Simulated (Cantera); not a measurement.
Charge: 1 mol SiH₂Cl₂, 0.013 mol C₂H₂, 280 mol H₂, 0.017 mol C₂H₄, held at 1623 K and 650 Pa.

Cantera equilibrium calculation (NASA polynomials, part measured and part estimated; ideal gas, pure solids and liquids). Candidate condensed phases: C, C₆H₆, C₇H₈, C₈H₁₈, Si, SiC; 109 gas species. Mutual solubility and eutectic melting of coexisting phases are not modelled. Kinetics and transport are ignored.

Problem. What is the equilibrium state?

Solution. 
```json
{
 "x(H₂)": "0.992",
 "x(HCl)": "0.00676",
 "x(H)": "0.000854",
 "x(SiCl₂)": "0.000161",
 "x(Si)": "2.41e-5",
 "x(SiH₂)": "6.42e-6",
 "x(Cl)": "4.58e-6",
 "x(SiH)": "3.88e-6",
 "x(SiCl)": "3.65e-6",
 "n(Si(s))": "0.884 mol",
 "n(SiC(s))": "0.0599 mol",
 "gas_amount": "282.2 mol",
 "log10 activity of C(graphite) (absent)": "-1.94"
}
```
